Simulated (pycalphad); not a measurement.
**Phase fractions of Al-75.84Si (wt.%)**

All values are pycalphad results on the COST 507 light-alloy database (1999) (1 atm), not direct measurements. The database dates from 1999; later assessments differ in places, in temperatures and in the compounds included. Amounts are mole fractions of atoms.

| T (°C) | liquid | diamond (Si) | fcc |
|---|---|---|---|
| 1317 | 1.000 | - | - |
| 1237 | 0.817 | 0.183 | - |
| 1157 | 0.620 | 0.380 | - |
| 1077 | 0.513 | 0.487 | - |
| 997 | 0.444 | 0.556 | - |
| 917 | 0.395 | 0.605 | - |
| 837 | … | … | - |
| 757 | 0.329 | 0.671 | - |
| 677 | … | … | - |
| 597 | 0.287 | 0.713 | - |
| 517 | - | 0.749 | 0.251 |
| 437 | - | 0.750 | 0.250 |
| 357 | - | 0.751 | 0.249 |
| 277 | - | 0.751 | 0.249 |

Q: Fill in the missing entries.

A: 
- 837, liquid: 0.358
- 837, diamond (Si): 0.642
- 677, liquid: 0.306
- 677, diamond (Si): 0.694
